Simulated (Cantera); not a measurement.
Feed: 1 mol SiO₂, 7.7 mol C, 0.1 mol CO, at 2373.15 K and 0.870 bar.

Method: chemical equilibrium by Gibbs-energy minimisation in Cantera with the NASA 1993 tables (ideal gas, pure condensed phases). Candidate condensed phases: C, Si, SiC, SiO₂; 20 gas species. Equilibrium is a limit: real reactors are often held back by kinetics, nucleation or transport.

Base state: CO 0.981, SiO 0.0188, Si 0.000351, SiC₂ 6.19e-5, Si₂C 3.55e-5 (mole fractions); condensed: C(graphite) + SiC(s).

Problem. What changes in the equilibrium state with this change: SiO₂ replaced by Fe₂O₃?

Solution. 
| species | before | after |
|---|---|---|
| CO | 0.981 | 0.986 |
| Fe | 0 | 0.0138 |
| SiO | 0.0188 | 0 |
| Si | 0.000351 | 0 |
| SiC₂ | 6.19e-5 | 0 |
| Si₂C | 3.55e-5 | 0 |
| C(graphite), mol | 4.78 | 4.70 |
| SiC(s), mol | 0.959 | 0 |
| Fe(l), mol | 0 | 1.96 |
Iron dissolves carbon and melts from about 1420 K in contact with it, which pure phases cannot show. Condensed phases not in the tables: cementite and carbon dissolved in iron. Further candidate phases: Fe, Fe(CO)₅, FeO, Fe₂O₃, Fe₃O₄.

Problem. What changes in the equilibrium state with this change: temperature from 2373.15 K to 2198.15 K?

Solution. 
| species | before | after |
|---|---|---|
| CO | 0.981 | 0.986 |
| SiO | 0.0188 | 0.0139 |
| Si | 0.000351 | 4.44e-5 |
| SiC₂ | 6.19e-5 | 4.24e-6 |
| Si₂C | 3.55e-5 | 2.59e-6 |
| C(graphite), mol | 4.78 | 4.76 |
| SiC(s), mol | 0.959 | 0.971 |
